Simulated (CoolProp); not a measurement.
Properties of hydrogen chloride along the isotherm 345.05 °C (Tc = 51.5 °C, pc = 83.14 bar, ω = 0.130).

Model: reference Helmholtz-energy equation of state, Thol 2018, in CoolProp.

| p (bar) | phase | density (kg/m³) | Joule-Thomson coefficient (K/MPa) | isothermal compressibility (1/MPa) |
|---|---|---|---|---|
| 11.3 | gas | 8.061 | 3.785 | 0.8898 |
| 22.7 | gas | 16.28 | 3.696 | 0.4452 |
| 34 | gas | 24.51 | 3.608 | 0.2986 |
| 45.3 | gas | 32.82 | 3.520 | 0.2250 |
| 56.7 | gas | 41.27 | 3.431 | 0.1804 |
| 68 | gas | 49.72 | 3.343 | 0.1509 |
| 79.4 | gas | 58.31 | 3.254 | 0.1296 |
| 90.7 | supercritical | 66.87 | 3.167 | 0.1137 |
| 102 | supercritical | 75.49 | 3.081 | 0.1013 |
| 113 | supercritical | 83.91 | 2.998 | 0.09151 |
| 125 | supercritical | 93.15 | 2.909 | 0.08278 |
